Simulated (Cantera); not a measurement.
# Nb + H₂O + H₂ (tantalum, niobium, vanadium and zirconium in process gases)

Input: 1 mol Nb, 29 mol H₂O, 7.1 mol H₂, at 0.000110 bar.

Equilibrium computed with Cantera from the NASA thermochemical tables; the gas is ideal and each condensed phase is pure. Candidate condensed phases: H₂O, Nb, NbO, NbO₂, Nb₂O₅; 12 gas species. Condensed phases not in the tables: the oxides between NbO₂ and Nb₂O₅. Kinetics and transport are ignored.

From 1623 K to 1773 K the condensed part is Nb₂O₅(s). From 1823 K to 2023 K the condensed part is Nb₂O₅(l). From 2073 K to 2223 K nothing is condensed. The main Nb-bearing gas is NbO₂ throughout.

| T (K) | x H₂O | x H | x H₂ | x OH | x O | x O₂ | x NbO₂ | x NbO | n Nb₂O₅(s) | n Nb₂O₅(l) |
|---|---|---|---|---|---|---|---|---|---|---|
| 1623 | 0.732 | 0.00339 | 0.264 | 0.000393 | 4.16e-6 | 5.25e-6 | 3.87e-6 | 8.28e-11 | 0.500 | 0 |
| 1673 | 0.731 | 0.00557 | 0.263 | 0.000745 | 1.28e-5 | 1.60e-5 | 1.44e-5 | 4.25e-10 | 0.500 | 0 |
| 1723 | 0.729 | 0.00888 | 0.261 | 0.00136 | 3.68e-5 | 4.60e-5 | 4.97e-5 | 1.97e-9 | 0.499 | 0 |
| 1773 | 0.725 | 0.0138 | 0.258 | 0.00240 | 0.000100 | 0.000125 | 0.000159 | 8.37e-9 | 0.497 | 0 |
| 1823 | 0.719 | 0.0208 | 0.255 | 0.00410 | 0.000258 | 0.000321 | 0.000441 | 3.03e-8 | 0 | 0.492 |
| 1873 | 0.710 | 0.0308 | 0.250 | 0.00678 | 0.000632 | 0.000787 | 0.00113 | 9.96e-8 | 0 | 0.479 |
| 1923 | 0.695 | 0.0444 | 0.244 | 0.0109 | 0.00148 | 0.00183 | 0.00274 | 3.08e-7 | 0 | 0.449 |
| 1973 | 0.670 | 0.0626 | 0.237 | 0.0168 | 0.00327 | 0.00400 | 0.00638 | 9.06e-7 | 0 | 0.378 |
| 2023 | 0.631 | 0.0866 | 0.228 | 0.0249 | 0.00685 | 0.00813 | 0.0143 | 2.58e-6 | 0 | 0.218 |
| 2073 | 0.574 | 0.118 | 0.221 | 0.0348 | 0.0133 | 0.0148 | 0.0241 | 5.71e-6 | 0 | 0 |
| 2123 | 0.504 | 0.161 | 0.220 | 0.0455 | 0.0235 | 0.0229 | 0.0229 | 7.50e-6 | 0 | 0 |
| 2173 | 0.421 | 0.214 | 0.217 | 0.0557 | 0.0385 | 0.0316 | 0.0214 | 9.99e-6 | 0 | 0 |
| 2223 | 0.330 | 0.279 | 0.209 | 0.0637 | 0.0590 | 0.0393 | 0.0197 | 1.35e-5 | 0 | 0 |
x: gas mole fraction; n: condensed amount in mol.
